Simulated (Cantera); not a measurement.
## Ignition delay

Mixture: 21.0 % CO, 0.445 % H₂, 12.3 % O₂, 46.4 % N₂, 19.8 % H₂O, equivalence ratio 0.87, at 1.00 atm, adiabatic and at constant pressure. Ignition delay is the time to a rise of 400 K.

Model: GRI-Mech 3.0 (53 species, 325 reactions), integrated in Cantera. Where the delays flatten at high temperature, the 400 K rule measures the pace of heat release, not the induction time.

| T0 (K) | delay (ms) |
|---|---|
| 1150 | 0.468 |
| 1200 | 0.284 |
| 1250 | 0.199 |
| 1300 | 0.152 |
| 1350 | 0.123 |
| 1400 | 0.103 |
| 1450 | 0.0899 |
| 1500 | 0.0803 |
| 1550 | 0.0734 |
| 1600 | 0.0684 |
